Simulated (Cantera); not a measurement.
A closed system holds: 1 mol Fe2O3, 1.2 mol SO2, 3.1 mol N2, at 327 °C and 32.3 Torr.

Method: chemical equilibrium by Gibbs-energy minimisation in Cantera with the NASA 1993 tables (ideal gas, pure condensed phases). Candidate condensed phases: Fe, FeO, FeS, FeSO4, FeS2, Fe2O3, Fe2(SO4)3, Fe3O4, S; 19 gas species. Equilibrium is a limit: real reactors are often held back by kinetics, nucleation or transport.

**Question.** What is the equilibrium state?

**Answer.** 
- x(N2): 0.721
- x(SO2): 0.279
- n(Fe2O3(s)): 1.00 mol
- gas amount: 4.300 mol
- log10 activity of FeSO4(s) (absent): -0.34
- log10 activity of S(l) (absent): -4.23
- log10 activity of Fe(α) (absent): -10.97
